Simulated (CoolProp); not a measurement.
Vapour-liquid equilibrium of chloromethane (R40) (1) + isobutene (2) at 3.68 bar; x and y are mole fractions of (1).

Computed with CoolProp (multi-fluid Helmholtz-energy mixture model, Thol 2014 and Lemmon 2005; pair parameters Bell 2016).

Give the bubble temperature and the first vapour's composition at x = 0.2, 0.65, 0.8. Is there an azeotrope?

x = 0.2: 24.1 °C, y = 0.334; x = 0.65: 14.8 °C, y = 0.756; x = 0.8: 12.7 °C, y = 0.864. No azeotrope shows between x = 0.05 and 0.95.

The pair parameters rest on a limited set of measurements; away from them the model extrapolates.
